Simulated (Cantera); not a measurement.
**Adiabatic ignition**

An adiabatic, constant-pressure homogeneous reactor starts with 5.24 % CO, 3.98 % H2, 2.57 % CH4, 18.5 % O2, 69.7 % N2, equivalence ratio 0.53, at 1400 K and 8.39 atm.

Detailed kinetics in Cantera: GRI-Mech 3.0 (53 species, 325 reactions).

```json
[
 {"t (s)": "2.00e-6", "T (K)": "1400", "x CO": "0.0524", "x H2": "0.0398", "x CH4": "0.0257", "x CH3": "1.47e-6", "x CH2": "1.35e-12", "x C2H2": "<1e-12"},
 {"t (s)": "4.11e-6", "T (K)": "1400", "x CO": "0.0524", "x H2": "0.0398", "x CH4": "0.0257", "x CH3": "8.58e-6", "x CH2": "3.76e-11", "x C2H2": "<1e-12"},
 {"t (s)": "8.46e-6", "T (K)": "1401", "x CO": "0.0524", "x H2": "0.0396", "x CH4": "0.0255", "x CH3": "0.000155", "x CH2": "1.64e-8", "x C2H2": "5.81e-11"},
 {"t (s)": "1.74e-5", "T (K)": "1567", "x CO": "0.0565", "x H2": "0.0322", "x CH4": "0.0156", "x CH3": "0.000849", "x CH2": "2.28e-6", "x C2H2": "5.74e-6"},
 {"t (s)": "3.58e-5", "T (K)": "2481", "x CO": "0.00791", "x H2": "0.00120", "x CH4": "<1e-12", "x CH3": "<1e-12", "x CH2": "<1e-12", "x C2H2": "<1e-12"},
 {"t (s)": "7.37e-5", "T (K)": "2529", "x CO": "0.00387", "x H2": "0.000715", "x CH4": "<1e-12", "x CH3": "<1e-12", "x CH2": "<1e-12", "x C2H2": "<1e-12"},
 {"t (s)": "0.000152", "T (K)": "2529", "x CO": "0.00380", "x H2": "0.000707", "x CH4": "<1e-12", "x CH3": "<1e-12", "x CH2": "<1e-12", "x C2H2": "<1e-12"},
 {"t (s)": "0.000312", "T (K)": "2528", "x CO": "0.00379", "x H2": "0.000705", "x CH4": "<1e-12", "x CH3": "<1e-12", "x CH2": "<1e-12", "x C2H2": "<1e-12"},
 {"t (s)": "0.000641", "T (K)": "2526", "x CO": "0.00376", "x H2": "0.000701", "x CH4": "<1e-12", "x CH3": "<1e-12", "x CH2": "<1e-12", "x C2H2": "<1e-12"},
 {"t (s)": "0.00132", "T (K)": "2522", "x CO": "0.00371", "x H2": "0.000693", "x CH4": "<1e-12", "x CH3": "<1e-12", "x CH2": "<1e-12", "x C2H2": "<1e-12"},
 {"t (s)": "0.00271", "T (K)": "2516", "x CO": "0.00364", "x H2": "0.000681", "x CH4": "<1e-12", "x CH3": "<1e-12", "x CH2": "<1e-12", "x C2H2": "<1e-12"},
 {"t (s)": "0.00558", "T (K)": "2510", "x CO": "0.00356", "x H2": "0.000668", "x CH4": "<1e-12", "x CH3": "<1e-12", "x CH2": "<1e-12", "x C2H2": "<1e-12"},
 {"t (s)": "0.0115", "T (K)": "2506", "x CO": "0.00351", "x H2": "0.000660", "x CH4": "<1e-12", "x CH3": "<1e-12", "x CH2": "<1e-12", "x C2H2": "<1e-12"},
 {"t (s)": "0.0236", "T (K)": "2505", "x CO": "0.00350", "x H2": "0.000659", "x CH4": "<1e-12", "x CH3": "<1e-12", "x CH2": "<1e-12", "x C2H2": "<1e-12"},
 {"t (s)": "0.0486", "T (K)": "2505", "x CO": "0.00350", "x H2": "0.000658", "x CH4": "<1e-12", "x CH3": "<1e-12", "x CH2": "<1e-12", "x C2H2": "<1e-12"},
 {"t (s)": "0.100", "T (K)": "2505", "x CO": "0.00350", "x H2": "0.000658", "x CH4": "<1e-12", "x CH3": "<1e-12", "x CH2": "<1e-12", "x C2H2": "<1e-12"}
]
```
x: mole fraction; the columns are a selection and need not sum to one.

The time of steepest temperature rise is 19.9 µs, the temperature at 0.100 s is 2505 K and the equilibrium temperature comes out as 2505 K. The x(CO) at 0.100 s comes out as 0.00350 (gas-phase equilibrium 0.00350), the x(H2) at 0.100 s comes out as 0.000658 (gas-phase equilibrium 0.000658) and the x(CH4) at 0.100 s is <1e-12 (gas-phase equilibrium <1e-12).
